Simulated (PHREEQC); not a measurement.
PHREEQC input (Pitzer model, pitzer.dat):

```
SOLUTION 1
  temp 25
  units mol/kgw
  pH 7 charge
  S(6) 0.21
  K 1.15
  C(4) 0.23
  Cl 0.27
END
USE solution 1
INCREMENTAL_REACTIONS false
REACTION 1
  H2O -1
  0 9.886 18.011 24.689 30.178 34.689 38.397 41.444
  43.949 46.007 47.699 49.089 50.232 51.172 51.944 52.578
  53.1 53.528 53.88 54.17 54.408 54.603 54.764 54.896
  55.005 55.094 55.168 moles
EQUILIBRIUM_PHASES 1
  Arcanite 0 0
  Kalicinite 0 0
  Misenite 0 0
  Sylvite 0 0
  CO2(g) -3.4 10
SELECTED_OUTPUT 1
  -reset false
  -pH true
  -pe true
  -ionic_strength true
  -water true
  -activities H2O
  -totals C Cl K S
  -molalities H+ K+ Cl- CO3-2 SO4-2 OH- HCO3- CO2 HSO4-
  -equilibrium_phases Arcanite Kalicinite Misenite Sylvite
PRINT
  -reset false
END
```

Selected output (columns that matter, 17 of 27 rows; water left (kg) added in front):

```
water left (kg)	pH	mu	C	Cl	K	S	m_H+	m_K+	m_Cl-	m_CO3-2	la_H2O	Arcanite	Kalicinite	Sylvite
0.999182	9.9642	1.5419	0.27944	0.27022	1.1509	0.21017	2.3831e-10	1.1509	0.27022	0.18082	-0.011777	0	0	0
0.674849	10.037	2.2956	0.4012	0.40009	1.7041	0.31118	2.0754e-10	1.7041	0.40009	0.28031	-0.017261	0	0	0
0.554605	10.078	2.5919	0.4815	0.48683	1.9348	0.30928	1.8913e-10	1.9348	0.48683	0.34778	-0.019928	0.038474	0	0
0.374564	10.163	3.1651	0.6954	0.72084	2.4047	0.22787	1.5864e-10	2.4047	0.72084	0.53255	-0.026139	0.12465	0	0
0.30781	10.207	3.5943	0.8373	0.87716	2.7488	0.18858	1.4523e-10	2.7488	0.87716	0.65698	-0.030729	0.15195	0	0
0.207863	10.307	4.8583	1.2193	1.2989	3.7471	0.11761	1.1886e-10	3.7471	1.2989	0.99359	-0.044707	0.18555	0	0
0.140347	10.436	6.8752	1.7884	1.9238	5.3246	0.061595	9.0072e-11	5.3246	1.9238	1.489	-0.069502	0.20136	0	0
0.115311	10.518	8.2679	2.174	2.3415	6.4121	0.040676	7.4645e-11	6.4121	2.3415	1.8151	-0.088718	0.20531	0	0
0.0777624	10.699	10.928	3.2388	2.2731	8.2303	0.020857	6.5865e-11	8.2303	2.2731	2.6766	-0.12247	0.20838	0	0.093239
0.0523606	10.903	14.18	4.8857	1.4634	10.27	0.010704	6.7769e-11	10.27	1.4634	3.8995	-0.16362	0.20944	0	0.19338
0.0424932	10.95	15.061	5.3341	1.299	10.851	0.009049	6.6968e-11	10.851	1.299	4.2002	-0.17615	0.20962	0.054854	0.2148
0.0272903	10.95	15.061	5.3341	1.299	10.851	0.009049	6.6968e-11	10.851	1.299	4.2002	-0.17615	0.20975	0.1998	0.23455
0.0169992	10.95	15.061	5.3341	1.299	10.851	0.009049	6.6968e-11	10.851	1.299	4.2002	-0.17615	0.20985	0.29792	0.24792
0.0131984	10.95	15.061	5.3341	1.299	10.851	0.009049	6.6968e-11	10.851	1.299	4.2002	-0.17615	0.20988	0.33416	0.25285
0.00748761	10.95	15.061	5.3341	1.299	10.851	0.009049	6.6968e-11	10.851	1.299	4.2002	-0.17615	0.20993	0.38861	0.26027
0.0053631	10.95	15.061	5.3341	1.299	10.851	0.009049	6.6968e-11	10.851	1.299	4.2002	-0.17615	0.20995	0.40887	0.26303
0.00218609	10.95	15.061	5.3341	1.299	10.851	0.009049	6.6968e-11	10.851	1.299	4.2002	-0.17615	0.20998	0.43916	0.26716
```

Complexes and solids missing from the database can't appear.
